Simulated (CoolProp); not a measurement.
R1234yf along the isotherm 136.85 °C: Z from the reference equation and from simpler models built on Tc = 94.7 °C, pc = 3.384 MPa, ω = 0.276; each cubic takes its own stable root.

Model: reference Helmholtz-energy equation of state, Lemmon 2022, in CoolProp.

```
p (MPa)          phase  reference  van der Waals  Peng-Robinson
-------  -------------  ---------  -------------  -------------
0.0268             gas     0.9981         0.9982         0.9979
0.0393             gas     0.9972         0.9974         0.9969
0.0576             gas     0.9959         0.9961         0.9955
0.0846             gas     0.9940         0.9943         0.9933
0.124              gas     0.9912         0.9916         0.9902
0.182              gas     0.9870         0.9877         0.9856
0.268              gas     0.9808         0.9817         0.9787
0.393              gas     0.9717         0.9730         0.9687
0.576              gas     0.9583         0.9601         0.9540
0.846              gas     0.9381         0.9405         0.9320
1.24               gas     0.9078         0.9106         0.8994
1.82               gas     0.8615         0.8636         0.8501
2.68               gas     0.7882         0.7850         0.7741
3.93     supercritical     0.6701         0.6387         0.6577
5.76     supercritical     0.4842         0.4523         0.5060
8.46     supercritical     0.4329         0.5265         0.4733
```
